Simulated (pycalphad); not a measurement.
CALPHAD calculation (pycalphad, COST 507 light-alloy database (1999)), 1 atm. The database dates from 1999; later assessments differ in places, in temperatures and in the compounds included. Amounts are mole fractions of atoms.

Compare equilibrium and Scheil-Gulliver solidification of Hf-7.23C (at.%).

Both start at the liquidus, 2816 K. In full equilibrium the last liquid goes at 2569 K (range 247 K), and at 2550 K the alloy holds hcp. With no diffusion in the solid (Scheil-Gulliver, steps of 4 K) the liquid lasts to an invariant point at 2479 K (range 337 K), where the last 0.15 of it freezes; the solid then holds hcp 0.86, bcc 0.10, fcc 0.04.

| last step ahead of the change, T (K) | liquid left there | liquid composition there (at.%) | solids forming below it |
|---|---|---|---|
| 2816 | 1.00 | 7.2 C | fcc |
| 2652 | 0.96 | 6.0 C | hcp |
| 2480 | 0.15 | 1.4 C | bcc + hcp |
Solids once formed stay as they are in this model, so peritectic reactions do not proceed; the changes are located to one step.

The fcc model also describes the rock-salt carbide or nitride (TiC, TiN, HfC).
